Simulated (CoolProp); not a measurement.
Vapour-liquid equilibrium of n-decane (1) + n-dodecane (2) at 86.1 kPa; x and y are mole fractions of (1).

Computed with CoolProp (multi-fluid Helmholtz-energy mixture model, Lemmon 2006 and Lemmon 2004; pair parameters Bell 2016).

| x | bubble temperature, mixture model (K) | bubble temperature, Raoult's law (K) | y, mixture model | y, Raoult's law |
|---|---|---|---|---|
| 0.05 | 479.7 | 479.4 | 0.114 | 0.125 |
| 0.125 | 475.4 | 474.8 | 0.264 | 0.282 |
| 0.2 | 471.3 | 470.6 | 0.392 | 0.411 |
| 0.275 | 467.4 | 466.8 | 0.501 | 0.518 |
| 0.35 | 463.8 | 463.2 | 0.592 | 0.608 |
| 0.425 | 460.4 | 459.9 | 0.670 | 0.683 |
| 0.5 | 457.2 | 456.9 | 0.736 | 0.747 |
| 0.575 | 454.3 | 454.1 | 0.793 | 0.802 |
| 0.65 | 451.6 | 451.4 | 0.841 | 0.849 |
| 0.725 | 449.0 | 448.9 | 0.884 | 0.889 |
| 0.8 | 446.7 | 446.6 | 0.921 | 0.925 |
| 0.875 | 444.4 | 444.4 | 0.953 | 0.956 |
| 0.95 | 442.3 | 442.3 | 0.982 | 0.984 |

The largest gap from Raoult's law is +0.7 K in bubble temperature, at x = 0.2. No azeotrope shows between x = 0.05 and 0.95.

Pair parameters are fitted to limited data, so mixtures are less certain than the pure fluids.
